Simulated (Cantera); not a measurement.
Thermodynamics of carbon deposition, reforming and gasification, feed acetone + O2 + N2

Charge: 1 mol acetone, 0.0072 mol O2, 41 mol N2, equilibrated at 25.0 Pa.

These are equilibrium values from Cantera (NASA tables, ideal gas, pure condensed phases), not measurements of a reactor. Candidate condensed phases: C, C6H6, C7H8, C8H18, H2O; 136 gas species. The feed counts by its element totals alone. Kinetics and transport are ignored.

From 2073 K to 2523 K the condensed part is C(graphite). From 2598 K to 2748 K nothing is condensed. The main C-bearing gas is CO throughout.

```json
[
 {"T (K)": "2073", "log p N2": "-3.65", "log p H": "-5.05", "log p H2": "-4.94", "log p CO": "-5.26", "log p CN": "-7.67", "log p C3": "-9.80", "log p C": "-9.86", "log p HCN": "-6.01", "n C(graphite)": "1.78"},
 {"T (K)": "2148", "log p N2": "-3.66", "log p H": "-4.90", "log p H2": "-5.03", "log p CO": "-5.26", "log p CN": "-7.30", "log p C3": "-9.09", "log p C": "-9.23", "log p HCN": "-5.94", "n C(graphite)": "1.74"},
 {"T (K)": "2223", "log p N2": "-3.66", "log p H": "-4.77", "log p H2": "-5.16", "log p CO": "-5.26", "log p CN": "-6.94", "log p C3": "-8.42", "log p C": "-8.64", "log p HCN": "-5.90", "n C(graphite)": "1.70"},
 {"T (K)": "2298", "log p N2": "-3.66", "log p H": "-4.68", "log p H2": "-5.32", "log p CO": "-5.27", "log p CN": "-6.61", "log p C3": "-7.79", "log p C": "-8.09", "log p HCN": "-5.88", "n C(graphite)": "1.65"},
 {"T (K)": "2373", "log p N2": "-3.67", "log p H": "-4.62", "log p H2": "-5.52", "log p CO": "-5.27", "log p CN": "-6.30", "log p C3": "-7.21", "log p C": "-7.58", "log p HCN": "-5.89", "n C(graphite)": "1.57"},
 {"T (K)": "2448", "log p N2": "-3.67", "log p H": "-4.58", "log p H2": "-5.75", "log p CO": "-5.27", "log p CN": "-6.01", "log p C3": "-6.66", "log p C": "-7.10", "log p HCN": "-5.92", "n C(graphite)": "1.38"},
 {"T (K)": "2523", "log p N2": "-3.67", "log p H": "-4.55", "log p H2": "-6.00", "log p CO": "-5.28", "log p CN": "-5.74", "log p C3": "-6.15", "log p C": "-6.64", "log p HCN": "-5.96", "n C(graphite)": "0.899"},
 {"T (K)": "2598", "log p N2": "-3.68", "log p H": "-4.54", "log p H2": "-6.25", "log p CO": "-5.28", "log p CN": "-5.52", "log p C3": "-5.77", "log p C": "-6.25", "log p HCN": "-6.04", "n C(graphite)": "0"},
 {"T (K)": "2673", "log p N2": "-3.68", "log p H": "-4.53", "log p H2": "-6.48", "log p CO": "-5.28", "log p CN": "-5.45", "log p C3": "-5.83", "log p C": "-6.02", "log p HCN": "-6.26", "n C(graphite)": "0"},
 {"T (K)": "2748", "log p N2": "-3.68", "log p H": "-4.52", "log p H2": "-6.71", "log p CO": "-5.29", "log p CN": "-5.40", "log p C3": "-5.92", "log p C": "-5.81", "log p HCN": "-6.48", "n C(graphite)": "0"}
]
```
log p: log10 of the partial pressure in bar; n: condensed amount in mol.
